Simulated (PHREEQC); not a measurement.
Synthetic water in mg/kgw, 20 °C, pH 7.15, pe 11.2:

| constituent | mg/kgw |
|---|---|
| Na | 5120 |
| K | 955 |
| Ca | 42.7 |
| Mg | 163 |
| Cl | 8090 |
| S(6) as SO4 | 662 |
| Alkalinity as HCO3 | 411 |
| N(5) as NO3 | 24.6 |
| Cu(2) | 2.91 |
| Si as SiO2 | 80.3 |

Valence states are taken as typed.

Equilibrium calculation in PHREEQC: ion-association model, wateq4f.dat.

Each row changes one thing in this solution. No solid was allowed to form.

```tsv
case	Ca+2 (mol/kgw)	CO2 (mol/kgw)	MgSO4 (mol/kgw)	KSO4- (mol/kgw)	MgHCO3+ (mol/kgw)	CaSO4 (mol/kgw)	SI of SiO2(a) (SiO2)	SI of Cu(OH)2 (Cu(OH)2)
as made	0.000977	0.000718	0.000487	0.000188	0.000144	6.70e-5	-0.09	-0.27
pH from 7.15 to 7.45 at the same alkalinity	0.000976	…	0.000487	0.000188	0.000143	6.70e-5	-0.09	+0.02
pH from 7.15 to 6.15 at the same alkalinity	0.000977	0.00727	0.000487	0.000188	…	6.71e-5	-0.09	-1.81
temperature from 20 to 45 °C at the same typed pH	0.000968	0.000565	0.000725	0.000250	…	…	-0.29	…
Ca from 42.7 to 85.4 mg/kgw	0.00196	0.000715	0.000481	0.000186	0.000143	0.000132	-0.09	-0.27
```

### Question
Some entries are withheld; supply them.

### Answer

- pH from 7.15 to 7.45 at the same alkalinity, CO2 (mol/kgw): 0.000357
- pH from 7.15 to 6.15 at the same alkalinity, MgHCO3+ (mol/kgw): 0.000146
- temperature from 20 to 45 °C at the same typed pH, MgHCO3+ (mol/kgw): 0.000150
- temperature from 20 to 45 °C at the same typed pH, CaSO4 (mol/kgw): 6.96e-5
- temperature from 20 to 45 °C at the same typed pH, SI of Cu(OH)2 (Cu(OH)2): +0.50

Some of these states are supersaturated (in Malachite, Atacamite, Quartz (slow to form), for instance). At this temperature some constants are extrapolated from 25 °C, and those without enthalpy data are left unchanged. The database's constant for dissolved Cu(OH)2 is higher than later reviews accept.
